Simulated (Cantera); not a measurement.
**Thermodynamics of metals in furnace atmospheres, feed Cu + O2 + H2 + CO**

Charge: 1 mol Cu, 0.0037 mol O2, 1.6 mol H2, 0.16 mol CO, at 830 Pa.

Method: chemical equilibrium by Gibbs-energy minimisation in Cantera with the NASA 1993 tables (ideal gas, pure condensed phases). Candidate condensed phases: C, C6H6, C7H8, C8H18, Cu, CuO, Cu(OH)2, Cu2O, H2O; 113 gas species. The numbers say what is thermodynamically allowed, not how fast it happens.

```csv
T (°C),x H2,x Cu,x CO,x H,x H2O,x Cu2,n Cu(s),n Cu(l)
827,0.905,7.17e-8,0.0905,2.70e-7,0.00383,<1e-12,1.00,0
927,0.905,1.48e-6,0.0906,2.06e-6,0.00392,4.20e-11,1.000,0
1027,0.905,1.90e-5,0.0907,1.16e-5,0.00398,1.56e-9,1.000,0
1127,0.905,0.000163,0.0907,5.08e-5,0.00402,3.17e-8,0,1.000
1227,0.904,0.000991,0.0907,0.000184,0.00404,3.88e-7,0,0.998
1327,0.900,0.00479,0.0903,0.000566,0.00405,3.43e-6,0,0.992
1427,0.886,0.0191,0.0890,0.00152,0.00400,2.31e-5,0,0.966
1527,0.842,0.0652,0.0847,0.00361,0.00382,0.000125,0,0.876
1627,0.721,0.195,0.0727,0.00740,0.00329,0.000561,0,0.570
1727,0.567,0.358,0.0576,0.0134,0.00260,0.00102,0,0
```
x: gas mole fraction; n: condensed amount in mol.

From 827 °C to 1027 °C the condensed part is Cu(s). From 1127 °C to 1627 °C the condensed part is Cu(l). At 1727 °C nothing is condensed. The main Cu-bearing gas is Cu throughout.
